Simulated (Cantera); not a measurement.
Input (Python, Cantera) and output of one run.

```python
import numpy as np
import cantera as ct

gas_names = """
    Br Br2 H HBr H2 Si SiBr SiBr2 SiBr3 SiBr4 SiH SiHBr3 SiH2 SiH2Br2 SiH3 SiH3Br SiH4 Si2 Si3
""".split()
cond_names = """
    Br2(cr) Br2(L) Si(cr) Si(L)
""".split()


# ... load() reads the species with a 1 bar reference pressure and builds the phases ...
atoms = {
    'Si': {'Si': 1},
    'Br2': {'Br': 2},
    'H2': {'H': 2},
}
top_T = {}  # K; cautious upper limits of use, not melting points


# ... equilibrate(T, P, feed) seeds the gas with the atoms and calls Mixture.equilibrate('TP', solver="vcs", rtol=1e-11, max_steps=5000) ...
results = []
feed = {'Si': 1, 'Br2': 6.8, 'H2': 0.14}  # mol
P = 67  # Pa
for T in [450, 525, 600, 675, 750, 825, 900, 975, 1050, 1125, 1200, 1275, 1350, 1425]:
    mix = equilibrate(T, P, feed)
    results.append((T, P, feed, dict(zip(mix.species_names, mix.species_moles))))

top = {s: max(r[3][s] / sum(r[3][g] for g in gas_names) for r in results) for s in gas_names}
cols = sorted((s for s in top if top[s] > 1e-06), key=lambda s: -top[s])[:6]
seen = [c for c in cond_names if any(r[3].get(c, 0) > 1e-12 for r in results)]
print("log10 of partial pressures in bar; condensed amounts in mol")
print(f"{'T/K':>10s}" + "".join(f"{s[:9]:>10s}" for s in cols + seen))
for T, P, feed, n in results:
    ng = sum(n[g] for g in gas_names)
    print(f"{T:10.4g}" + "".join(f"{np.log10(max(n[s] / ng * P / 1e5, 1e-99)):10.3f}" for s in cols)
          + "".join(f"{n.get(c, 0):10.4g}" for c in seen))
```

Output:

```
log10 of partial pressures in bar; condensed amounts in mol
       T/K        Br       Br2     SiBr4       HBr     SiBr2     SiBr3
       450   -10.089    -3.279    -3.948    -4.501   -37.495   -23.964
       525    -8.483    -3.279    -3.948    -4.501   -30.988   -20.178
       600    -7.276    -3.279    -3.948    -4.501   -26.117   -17.344
       675    -6.336    -3.280    -3.948    -4.501   -22.336   -15.143
       750    -5.583    -3.281    -3.949    -4.501   -19.317   -13.386
       825    -4.969    -3.287    -3.951    -4.504   -16.849   -11.950
       900    -4.463    -3.306    -3.959    -4.512   -14.789   -10.756
       975    -4.048    -3.351    -3.978    -4.531   -13.033    -9.744
      1050    -3.722    -3.448    -4.014    -4.567   -11.492    -8.869
      1125    -3.487    -3.630    -4.069    -4.622   -10.086    -8.087
      1200    -3.344    -3.916    -4.127    -4.680    -8.741    -7.351
      1275    -3.275    -4.283    -4.169    -4.720    -7.432    -6.635
      1350    -3.247    -4.678    -4.199    -4.740    -6.195    -5.959
      1425    -3.235    -5.058    -4.293    -4.759    -5.130    -5.408
```

Method: chemical equilibrium by Gibbs-energy minimisation in Cantera with the NASA 1993 tables (ideal gas, pure condensed phases). The tables' values for SiBr3 are old estimates; treat these amounts as uncertain.
